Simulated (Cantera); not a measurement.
Input: 1 mol Cr, 0.92 mol N2, 96 mol H2.

Method: chemical equilibrium by Gibbs-energy minimisation in Cantera with the NASA 1993 tables (ideal gas, pure condensed phases). Candidate condensed phases: Cr, CrN, Cr2N; 11 gas species. The numbers say what is thermodynamically allowed, not how fast it happens.

Question: What condenses at these points (T in K, P in Pa): (2050, 0.10); (1950, 28000); (2100, 1000000); (1800, 28000); (2050, 770)?

Answer: 
```
T (K)  P in Pa  condensed phases  Cr condensed (%)
-----  -------  ----------------  ----------------
2050      0.10          gas only               0.0
1950     28000                Cr              77.7
2100   1000000                Cr              96.8
1800     28000                Cr              96.8
2050       770          gas only               0.0
```
